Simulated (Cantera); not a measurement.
Feed: 1 mol NH3, 0.1 mol O2, 0.36 mol H2, equilibrated at 3498 K and 91.0 mbar.

Cantera equilibrium calculation (NASA polynomials, part measured and part estimated; ideal gas, pure solids and liquids). Candidate condensed phases: H2O; 24 gas species. Equilibrium is a limit: real reactors are often held back by kinetics, nucleation or transport.

Question: What is the equilibrium state?

Answer: 
```
Item            Value
----------  ---------
x(H)            0.693
x(N2)           0.129
x(H2)           0.126
x(O)           0.0344
x(OH)          0.0108
x(H2O)        0.00428
x(NO)         0.00150
x(O2)        0.000449
x(N)         0.000261
gas amount  3.854 mol
```
